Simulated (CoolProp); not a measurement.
R11 at 262.09 K and 18.8 MPa flows at 14 m/s in a round tube of 25 mm bore and 45 µm roughness, fully developed (64/Re and Nu = 3.66 if laminar; Colebrook and Gnielinski if turbulent). Each further row changes one setting.

Computed with CoolProp (reference Helmholtz-energy equation of state, Jacobsen 1992).

```csv
case,Reynolds number,Darcy friction factor,pressure drop (Pa/m),heat-transfer coefficient (W/(m² K)),mass flow (kg/h)
as stated,729000,0.0231,144000,20500,39400
velocity 28 m/s,1460000,0.0229,572000,40800,78800
diameter 50 mm,1460000,0.0194,60400,18200,158000
```

Viscosity comes from a separate model (Klein 1997), an estimate that may be off by 10 % or more. Thermal conductivity comes from a separate model (McLinden 2000), an estimate that may be off by 10 % or more.
